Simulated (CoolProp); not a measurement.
Vapour-liquid equilibrium of cyclohexane (1) + m-xylene (2) at 363.7 K; x and y are mole fractions of (1).

The numbers come from the multi-fluid Helmholtz-energy mixture model, Zhou 2014 and Zhou 2012; pair parameters Bell 2016 in CoolProp.

| x | bubble pressure, mixture model (bar) | bubble pressure, Raoult's law (bar) | y, mixture model | y, Raoult's law |
|---|---|---|---|---|
| 0.05 | 0.2987 | 0.2803 | 0.284 | 0.241 |
| 0.125 | 0.4057 | 0.3647 | 0.510 | 0.462 |
| 0.2 | 0.5066 | 0.4491 | 0.637 | 0.601 |
| 0.275 | 0.6014 | 0.5335 | 0.719 | 0.695 |
| 0.35 | 0.6903 | 0.6178 | 0.776 | 0.764 |
| 0.425 | 0.7742 | 0.7022 | 0.819 | 0.817 |
| 0.5 | 0.8537 | 0.7866 | 0.853 | 0.858 |
| 0.575 | 0.9298 | 0.8710 | 0.882 | 0.891 |
| 0.65 | 1.004 | 0.9553 | 0.906 | 0.918 |
| 0.725 | 1.076 | 1.040 | 0.928 | 0.941 |
| 0.8 | 1.149 | 1.124 | 0.949 | 0.960 |
| 0.875 | 1.222 | 1.208 | 0.968 | 0.977 |
| 0.95 | 1.297 | 1.293 | 0.987 | 0.991 |

The largest gap from Raoult's law is +12.8 % in bubble pressure, at x = 0.2. No azeotrope shows between x = 0.05 and 0.95.

The pair parameters rest on a limited set of measurements; away from them the model extrapolates.
